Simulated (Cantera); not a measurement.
Input (Python, Cantera) and output of one run.

```python
import numpy as np
import cantera as ct

gas_names = """
    CL CL2 H HCL H2 Pb PbCL PbCL2 PbCL4 Pb2
""".split()
cond_names = """
    Pb(cr) Pb(L) PbCL2(s) PbCL2(L)
""".split()


# ... load() reads the species with a 1 bar reference pressure and builds the phases ...
atoms = {
    'PbCl2': {'Pb': 1, 'CL': 2},
    'H2': {'H': 2},
}
top_T = {}  # K; cautious upper limits of use, not melting points


# ... equilibrate(T, P, feed) seeds the gas with the atoms and calls Mixture.equilibrate('TP', solver="vcs", rtol=1e-11, max_steps=5000) ...
results = []
T = 1825  # K
P = 12000  # Pa
for m in [0.73, 1.2, 2.1, 3.5, 5.9, 9.9, 17, 28]:
    feed = {'PbCl2': 1, 'H2': m}  # mol
    mix = equilibrate(T, P, feed)
    results.append((T, P, feed, dict(zip(mix.species_names, mix.species_moles))))
    x = sorted(zip(gas.X, gas.species_names), reverse=True)
    print(f"T = {T:g} K  P = {P:g} Pa  n(H2) = {m:g} mol  gas = {mix.phase_moles(0):.4g} mol")
    print("   x: " + "  ".join(f"{s} {v:.3e}" for v, s in x if v > 1e-06))
    print("   condensed (mol): " + ("  ".join(f"{mix.phase(i).name} {mix.phase_moles(i):.4g}"
          for i in range(1, mix.n_phases) if mix.phase_moles(i) > 1e-12) or "none"))
```

Output:

```
T = 1825 K  P = 12000 Pa  n(H2) = 0.73 mol  gas = 2.277 mol
   x: HCL 4.771e-01  PbCL 2.616e-01  Pb 1.086e-01  H2 8.182e-02  PbCL2 6.888e-02  CL 1.617e-03  H 3.637e-04  PbCL4 2.930e-05  Pb2 9.936e-06  CL2 2.493e-06
   condensed (mol): none
T = 1825 K  P = 12000 Pa  n(H2) = 1.2 mol  gas = 2.844 mol
   x: HCL 4.502e-01  H2 1.966e-01  PbCL 1.909e-01  Pb 1.301e-01  PbCL2 3.060e-02  CL 9.844e-04  H 5.637e-04  Pb2 1.428e-05  PbCL4 4.823e-06
   condensed (mol): none
T = 1825 K  P = 12000 Pa  n(H2) = 2.1 mol  gas = 3.829 mol
   x: HCL 3.789e-01  H2 3.586e-01  Pb 1.302e-01  PbCL 1.190e-01  PbCL2 1.189e-02  H 7.613e-04  CL 6.134e-04  Pb2 1.429e-05
   condensed (mol): none
T = 1825 K  P = 12000 Pa  n(H2) = 3.5 mol  gas = 5.296 mol
   x: H2 5.111e-01  HCL 2.988e-01  Pb 1.149e-01  PbCL 6.937e-02  PbCL2 4.576e-03  H 9.089e-04  CL 4.052e-04  Pb2 1.113e-05
   condensed (mol): none
T = 1825 K  P = 12000 Pa  n(H2) = 5.9 mol  gas = 7.754 mol
   x: H2 6.510e-01  HCL 2.187e-01  Pb 9.155e-02  PbCL 3.587e-02  PbCL2 1.535e-03  H 1.026e-03  CL 2.628e-04  Pb2 7.068e-06
   condensed (mol): none
T = 1825 K  P = 12000 Pa  n(H2) = 9.9 mol  gas = 11.8 mol
   x: H2 7.625e-01  HCL 1.515e-01  Pb 6.737e-02  PbCL 1.689e-02  H 1.110e-03  PbCL2 4.624e-04  CL 1.682e-04  Pb2 3.827e-06
   condensed (mol): none
T = 1825 K  P = 12000 Pa  n(H2) = 17 mol  gas = 18.94 mol
   x: H2 8.477e-01  HCL 9.820e-02  Pb 4.563e-02  PbCL 7.034e-03  H 1.171e-03  PbCL2 1.184e-04  CL 1.034e-04  Pb2 1.756e-06
   condensed (mol): none
T = 1825 K  P = 12000 Pa  n(H2) = 28 mol  gas = 29.97 mol
   x: H2 9.017e-01  HCL 6.365e-02  Pb 3.039e-02  PbCL 2.943e-03  H 1.207e-03  CL 6.499e-05  PbCL2 3.115e-05
   condensed (mol): none
```

Equilibrium computed with Cantera from the NASA thermochemical tables; the gas is ideal and each condensed phase is pure. The tables' values for PbCl4 are old estimates; treat these amounts as uncertain.
